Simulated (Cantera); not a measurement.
A Cantera script and what it prints.

```python
import numpy as np
import cantera as ct

gas_names = [...]  # 123 gases of nasa_gas.yaml made of C, H, O, Si
cond_names = """
    C(gr) C6H6(L) C7H8(L) C8H18(L),n-octa H2O(s) H2O(L) Si(cr) Si(L) SiC(b) SiO2(Lqz) SiO2(hqz) SiO2(L)
""".split()


# ... load() reads the species with a 1 bar reference pressure and builds the phases ...
atoms = {
    'Si': {'Si': 1},
    'CO2': {'C': 1, 'O': 2},
    'H2': {'H': 2},
}
top_T = {'C(gr)': 4500, 'SiC(b)': 3050}  # K; cautious upper limits of use, not melting points


# ... equilibrate(T, P, feed) seeds the gas with the atoms and calls Mixture.equilibrate('TP', solver="vcs", rtol=1e-11, max_steps=5000) ...
results = []
feed = {'Si': 1, 'CO2': 0.96, 'H2': 2.4}  # mol
T = 948.15  # K
P = 690  # Pa
mix = equilibrate(T, P, feed)
results.append((T, P, feed, dict(zip(mix.species_names, mix.species_moles))))
print(gas.report(threshold=1e-05))
for i in range(1, mix.n_phases):
    print(f"{mix.phase(i).name:16s} {mix.phase_moles(i):12.5e} mol")
```

Output:

```
       temperature   948.15 K
          pressure   690 Pa
           density   0.00017791 kg/m^3
  mean mol. weight   2.0326 kg/kmol
   phase of matter   gas

                          1 kg             1 kmol
                     ---------------   ---------------
          enthalpy        9.3742e+06        1.9054e+07  J
   internal energy        5.4957e+06        1.1171e+07  J
           entropy        1.0143e+05        2.0618e+05  J/K
    Gibbs function       -8.6801e+07       -1.7643e+08  J
 heat capacity c_p             14834             30153  J/K
 heat capacity c_v             10744             21838  J/K

                      mass frac. Y      mole frac. X     chem. pot. / RT
                     ---------------   ---------------   ---------------
               CH4         0.0093081         0.0011793           -46.153
                H2           0.99066           0.99882           -22.352
     [ +121 minor]        3.3875e-05        2.4701e-06

C(gr)             9.17164e-01 mol
Si(cr)            0.00000e+00 mol
SiC(b)            4.00029e-02 mol
SiO2(hqz)         9.59997e-01 mol
```

Equilibrium computed with Cantera from the NASA thermochemical tables; the gas is ideal and each condensed phase is pure.
